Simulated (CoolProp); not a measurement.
Properties of R365MFC along the isotherm 449.7 K (Tc = 460.0 K, pc = 3.266 MPa, ω = 0.377).

Computed with CoolProp (reference Helmholtz-energy equation of state, Lemmon 2016).

| p (MPa) | phase | Z | cp (kJ/(kg K)) |
|---|---|---|---|
| 0.0516 | gas | 0.9938 | 1.247 |
| 0.0979 | gas | 0.9882 | 1.249 |
| 0.186 | gas | 0.9774 | 1.254 |
| 0.352 | gas | 0.9567 | 1.263 |
| 0.667 | gas | 0.9159 | 1.287 |
| 1.26 | gas | 0.8321 | 1.356 |
| 2.4 | gas | … | 1.898 |
| 4.54 | liquid | … | 1.950 |
| 8.62 | liquid | 0.3752 | … |
| 16.3 | liquid | … | 1.622 |

Q: Complete the blanks.

A: 
- 2.4, Z: 0.6137
- 4.54, Z: 0.2163
- 8.62, cp (kJ/(kg K)): 1.728
- 16.3, Z: 0.6561
